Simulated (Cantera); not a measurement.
An isothermal, constant-pressure homogeneous reactor starts with H2 : O2 : N2 = 1.2 : 1 : 4.5 (molar parts), at 1050 K and 0.132 atm.

Cantera simulation using GRI-Mech 3.0 (53 species, 325 reactions); the numbers are that mechanism's predictions, not measurements. The temperature is held fixed by assumption; the heat of reaction is taken as removed at once.

One state of this run: x H2 = 3.73e-9; x O2 = 0.0656; x OH = 1.25e-6; x NO = 2.91e-6; x HO2 = 7.59e-10; x H2O = 0.197. x: mole fraction; the columns are a selection and need not sum to one.

Problem. Which value of t (s) does it belong to?
A. 0.00631
B. 8.93
C. 0.0178
D. 0.00224

Solution. B, 8.93
